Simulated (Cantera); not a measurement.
A perfectly stirred reactor is fed with 0.366 % CO, 0.810 % O₂, 0.0336 % H₂O, 98.8 % N₂, equivalence ratio 0.23, at 8.80 bar; it is held at 1323 K, and followed from long to short residence time.

Cantera simulation using GRI-Mech 3.0 (53 species, 325 reactions); the numbers are that mechanism's predictions, not measurements.

x: mole fraction; the columns are a selection and need not sum to one.

| τ (s) | x CO | x O₂ | x H₂O | x NO | x H₂O₂ | x HO₂ | x H |
|---|---|---|---|---|---|---|---|
| 10 | 1.51e-5 | 0.00629 | 0.000336 | 1.57e-6 | 1.42e-10 | 6.61e-8 | 2.68e-9 |
| 3.2 | 3.86e-5 | 0.00630 | 0.000336 | 1.77e-6 | 2.45e-10 | 1.47e-7 | 7.03e-9 |
| 1.0 | … | 0.00633 | 0.000336 | 1.95e-6 | 5.09e-10 | … | … |
| 0.34 | 0.000248 | 0.00640 | 0.000335 | 1.91e-6 | 1.19e-9 | 5.85e-7 | 4.56e-8 |
| 0.11 | 0.000587 | 0.00657 | 0.000334 | 1.47e-6 | 2.92e-9 | 1.01e-6 | 1.09e-7 |
| 0.035 | 0.00124 | 0.00690 | 0.000333 | 7.80e-7 | 6.22e-9 | 1.53e-6 | 2.31e-7 |
| 0.011 | 0.00219 | 0.00736 | 0.000332 | 2.50e-7 | 1.04e-8 | 2.02e-6 | 3.88e-7 |
| 0.0036 | … | 0.00777 | 0.000332 | … | … | … | … |

What belongs in the gaps?


- 1.0, x CO: 0.000102
- 1.0, x HO₂: 3.14e-7
- 1.0, x H: 1.88e-8
- 0.0036, x CO: 0.00300
- 0.0036, x NO: 4.67e-8
- 0.0036, x H₂O₂: 1.29e-8
- 0.0036, x HO₂: 2.27e-6
- 0.0036, x H: 4.71e-7
